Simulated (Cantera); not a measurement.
Gas mixture: 47.9 % C2H6, 52.1 % N2, at 4.93 atm, frozen composition.

Cantera's kinetic-theory transport with the Lennard-Jones parameters of GRI-Mech 3.0, ideal gas; thermal conductivity in the multicomponent form. The composition is frozen, though it would react at the higher temperatures.

D: mixture-averaged diffusion coefficient of that species in the mixture.

| T (K) | ρ (kg/m³) | cp (J/kg/K) | μ (µPa s) | λ (mW/m/K) | Pr | D (cm²/s) C2H2 | D (cm²/s) NO | D (cm²/s) CH4 |
|---|---|---|---|---|---|---|---|---|
| 400 | 4.36 | 1603 | 16.5 | 34.2 | 0.775 | (withheld) | 0.0581 | 0.0638 |
| 600 | 2.91 | 2017 | 22.6 | 58.0 | 0.787 | (withheld) | 0.118 | 0.130 |
| 800 | 2.18 | 2347 | 27.9 | 82.7 | 0.792 | (withheld) | 0.192 | 0.214 |
| 1000 | 1.74 | 2615 | 32.6 | 107 | 0.794 | (withheld) | 0.279 | 0.312 |
| 1200 | 1.45 | 2815 | 36.9 | 131 | 0.795 | (withheld) | 0.379 | 0.425 |
| 1400 | 1.25 | 2971 | 40.9 | 153 | 0.796 | (withheld) | 0.490 | 0.550 |

Q: Some entries are withheld; supply them.

A: 
- 400, D (cm²/s) C2H2: 0.0476
- 600, D (cm²/s) C2H2: 0.0986
- 800, D (cm²/s) C2H2: 0.163
- 1000, D (cm²/s) C2H2: 0.239
- 1200, D (cm²/s) C2H2: 0.325
- 1400, D (cm²/s) C2H2: 0.421
